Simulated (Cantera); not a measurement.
Silicon carbide growth: CH3SiH3 + H2 + HCl

A closed system holds: 1 mol CH3SiH3, 5 mol H2, 0.061 mol HCl, at 950 °C and 28.0 mbar.

Method: chemical equilibrium by Gibbs-energy minimisation in Cantera with the NASA 1993 tables (ideal gas, pure condensed phases). Candidate condensed phases: C, C6H6, C7H8, C8H18, Si, SiC; 109 gas species. The feed counts by its element totals alone. Kinetics and transport are ignored.

```json
{
 "x(H2)": "0.992",
 "x(HCl)": "0.00755",
 "x(CH4)": "1.03e-5",
 "x(SiCl2)": "9.59e-6",
 "x(H)": "1.79e-6",
 "n(SiC(s))": "1.000 mol",
 "gas_amount": "8.061 mol",
 "log10 activity of Si(s) (absent)": "-1.16",
 "log10 activity of C(graphite) (absent)": "-1.55"
}
```
